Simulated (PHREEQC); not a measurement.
0.2 mol of Zn3(PO4)2:4w (Zn3(PO4)2:4H2O) is brought to equilibrium with 1 kg of water, with rising amounts of KOH, at 25 °C. Oxygen is held at 0.21 atm. The system is closed to CO2. The run lets Zn3(PO4)2:4w, Zn(OH)2-e precipitate or redissolve, and no other solid.

Base run: PHREEQC, ion-association model, wateq4f.dat. Each further column changes one thing. The table gives HPO4-2 (mol/kgw).

```csv
KOH added (mol),base,all activity coefficients set to 1,Davies equation for every ion
0,2.00e-5,[?],2.00e-5
0.0833,0.0391,0.0360,0.0390
0.167,0.0759,0.0644,0.0753
0.25,0.111,0.0877,0.109
0.333,0.144,[?],[?]
0.417,0.177,0.125,[?]
0.5,0.209,[?],0.193
```

Problem. What belongs in the gaps?

Solution. 
- 0, all activity coefficients set to 1: 1.92e-5
- 0.333, all activity coefficients set to 1: 0.108
- 0.333, Davies equation for every ion: 0.139
- 0.417, Davies equation for every ion: 0.168
- 0.5, all activity coefficients set to 1: 0.141

H3PO4, which wateq4f.dat lacks, is added to it with the constant of phreeqc.dat. The database has no phosphate complexes of Zn.
